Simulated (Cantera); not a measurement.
**Equilibrium for abatement and gas-phase synthesis: NH3 + SO2 + N2 + CO2**

Charge: 1 mol NH3, 0.81 mol SO2, 29 mol N2, 0.00067 mol CO2, at 0.00133 bar.

These are equilibrium values from Cantera (NASA tables, ideal gas, pure condensed phases), not measurements of a reactor. Candidate condensed phases: C, C6H6, C7H8, C8H18, H2O, H2SO4, S; 150 gas species. Gases not in the tables: S3 to S7. Kinetics and transport are ignored.

From 627 °C to 1177 °C nothing is condensed. The main C-bearing gas is CO2 at 627 °C and CO at 1177 °C.

```tsv
T (°C)	x N2	x H2O	x H2	x SO2	x S2	x H2S	x SO
627	0.939	0.0439	0.00145	0.00380	0.00979	0.00235	1.32e-6
677	0.938	0.0435	0.00224	0.00399	0.00989	0.00195	3.18e-6
727	0.938	0.0429	0.00324	0.00431	0.00990	0.00160	7.15e-6
777	0.938	0.0420	0.00442	0.00475	0.00981	0.00130	1.50e-5
827	0.937	0.0408	0.00577	0.00529	0.00965	0.00105	2.97e-5
877	0.937	0.0395	0.00725	0.00592	0.00941	0.000849	5.57e-5
927	0.936	0.0381	0.00882	0.00661	0.00912	0.000686	9.91e-5
977	0.936	0.0366	0.0105	0.00733	0.00877	0.000555	0.000168
1027	0.936	0.0349	0.0121	0.00807	0.00838	0.000451	0.000274
1077	0.935	0.0333	0.0138	0.00881	0.00796	0.000367	0.000428
1127	0.935	0.0316	0.0155	0.00952	0.00750	0.000300	0.000645
1177	0.934	0.0300	0.0172	0.0102	0.00702	0.000245	0.000939
```
x: gas mole fraction; nothing condenses.
